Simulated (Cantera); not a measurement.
# Carbon deposition, reforming and gasification: toluene + H₂O

Input: 1 mol toluene, 0.032 mol H₂O, held at 0.0270 bar.

Cantera equilibrium calculation (NASA polynomials, part measured and part estimated; ideal gas, pure solids and liquids). Candidate condensed phases: C, C₆H₆, C₇H₈, C₈H₁₈, H₂O; 110 gas species. Kinetics and transport are ignored.

From 1877 °C to 2327 °C the condensed part is C(graphite). The main C-bearing gas is CO at 1877 °C and C₂H₂ (acetylene) at 2327 °C.

```tsv
T (°C)	x H₂	x H	x C₂H₂ (acetylene)	x CO	x C₂H	x C₄H₂	n C(graphite)
1877	0.965	0.0252	0.00187	0.00777	1.47e-6	1.47e-6	6.95
1927	0.956	0.0335	0.00245	0.00774	2.98e-6	2.56e-6	6.95
1977	0.945	0.0439	0.00316	0.00770	5.84e-6	4.33e-6	6.94
2027	0.931	0.0568	0.00403	0.00765	1.11e-5	7.12e-6	6.93
2077	0.915	0.0726	0.00505	0.00759	2.05e-5	1.14e-5	6.92
2127	0.895	0.0916	0.00624	0.00751	3.67e-5	1.79e-5	6.91
2177	0.871	0.114	0.00760	0.00742	6.41e-5	2.73e-5	6.90
2227	0.843	0.140	0.00912	0.00732	0.000109	4.07e-5	6.89
2277	0.811	0.171	0.0108	0.00720	0.000181	5.93e-5	6.87
2327	0.774	0.206	0.0126	0.00706	0.000293	8.44e-5	6.85
```
x: gas mole fraction; n: condensed amount in mol.
